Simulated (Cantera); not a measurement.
A perfectly stirred reactor is fed with CO : H₂ : CH₄ : O₂ : N₂ : H₂O = 1 : 0.16 : 0.053 : 0.572 : 2.15 : 1.2 (molar parts), at 4.93 atm; it is adiabatic with a 398 K inlet, and is followed from long to short residence time, starting on the burning branch (τ in s: 0.036, 0.018, 0.0093, 0.0047, 0.0024, 0.0012, 0.00061, 0.00031, 0.00016, 7.9e-05, 4e-05, 2e-05, 1e-05).

Cantera simulation using GRI-Mech 3.0 (53 species, 325 reactions); the numbers are that mechanism's predictions, not measurements.

Problem. What does this change do: inlet temperature 398 to 600 K?

Solution. 
| quantity | before | after |
|---|---|---|
| blow-out, bracketed by the residence times tried | burning at 79.0 µs, out at 40.0 µs | burning at 40.0 µs, out at 20.0 µs |
| x(CO) at τ = 36.0 ms | 0.0369 | 0.0381 |
| x(H₂) at τ = 36.0 ms | 0.0128 | 0.0120 |
| x(CH₄) at τ = 36.0 ms | 3.60e-6 | 1.94e-6 |
| x(H) at τ = 36.0 ms | 0.000321 | 0.000369 |
| x(CH₂O) at τ = 36.0 ms | 2.38e-7 | 1.58e-7 |
| x(CO) at τ = 0.610 ms | 0.0436 | 0.0455 |
| x(H₂) at τ = 0.610 ms | 0.0143 | 0.0141 |
| x(CH₄) at τ = 0.610 ms | 2.37e-5 | 1.53e-5 |
| x(H) at τ = 0.610 ms | 0.00167 | 0.00173 |
| x(CH₂O) at τ = 0.610 ms | 2.57e-6 | 1.99e-6 |
